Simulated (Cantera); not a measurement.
A perfectly stirred reactor is fed with CH3OH : O2 : N2 = 0.63 : 2.24 : 8.42 (molar parts), equivalence ratio 0.42, at 0.938 atm; it is adiabatic with a 700 K inlet, and is followed from long to short residence time, starting on the burning branch (τ in s: 0.067, 0.029, 0.012, 0.0054, 0.0023, 0.001, 0.00043, 0.00019, 8.1e-05).

Model: GRI-Mech 3.0 (53 species, 325 reactions), integrated in Cantera. GRI-Mech 3.0 was tuned for natural gas; its chemistry of methanol as a main component is partial and can be far from experiment.

x: mole fraction; the columns are a selection and need not sum to one.

```
τ (s)    T (K)   x CH3OH   x O2   x H2O     x CH2    x CH4   x H2O2
-------  -----  --------  -----  ------  --------  -------  -------
0.067     1704   5.80e-6  0.111   0.108  4.07e-10  6.40e-9  1.04e-7
0.029     1700   1.01e-5  0.111   0.108  8.78e-10  9.78e-9  1.48e-7
0.012     1692   1.81e-5  0.112   0.107   2.25e-9  1.81e-8  2.13e-7
0.0054    1680       [?]  0.112   0.107       [?]      [?]      [?]
0.0023    1661   5.77e-5  0.113   0.106   1.65e-8  8.78e-8  4.22e-7
0.0010    1627  0.000121  0.114   0.106   4.36e-8  2.51e-7  6.52e-7
0.00043    700    0.0558  0.198  <1e-12    <1e-12   <1e-12   <1e-12
0.00019    700    0.0558  0.198  <1e-12    <1e-12   <1e-12   <1e-12
8.1e-5     700    0.0558  0.198  <1e-12    <1e-12   <1e-12   <1e-12
```

Question: What belongs in the gaps?

Answer: 
- 0.0054, x CH3OH: 3.10e-5
- 0.0054, x CH2: 5.81e-9
- 0.0054, x CH4: 3.62e-8
- 0.0054, x H2O2: 2.95e-7
